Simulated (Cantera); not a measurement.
Mixture: CH4 : O2 : N2 = 1 : 4.44 : 16.7 (molar parts), equivalence ratio 0.45, at 43000 Pa, adiabatic and at constant pressure. Ignition delay is the time to a rise of 400 K.

Computed with Cantera and GRI-Mech 3.0 (53 species, 325 reactions).

### Question
What does this change do: 1.4 parts CO2 added?

### Answer
| quantity | before | after |
|---|---|---|
| delay at 1273 K | 21.2 ms | 23.4 ms |
| delay at 1373 K | 6.25 ms | 6.84 ms |
| delay at 1473 K | 2.30 ms | 2.49 ms |
| delay at 1573 K | 1.02 ms | 1.09 ms |
| delay at 1673 K | 0.512 ms | 0.547 ms |
| apparent activation energy between 1573 and 1673 K | 150 kJ/mol | 150 kJ/mol |

### Question
What does this change do: pressure from 43000 Pa to 101000 Pa?

### Answer
| quantity | before | after |
|---|---|---|
| delay at 1273 K | 21.2 ms | 11.0 ms |
| delay at 1373 K | 6.25 ms | 3.24 ms |
| delay at 1473 K | 2.30 ms | 1.15 ms |
| delay at 1573 K | 1.02 ms | 0.485 ms |
| delay at 1673 K | 0.512 ms | 0.235 ms |
| apparent activation energy between 1573 and 1673 K | 150 kJ/mol | 160 kJ/mol |
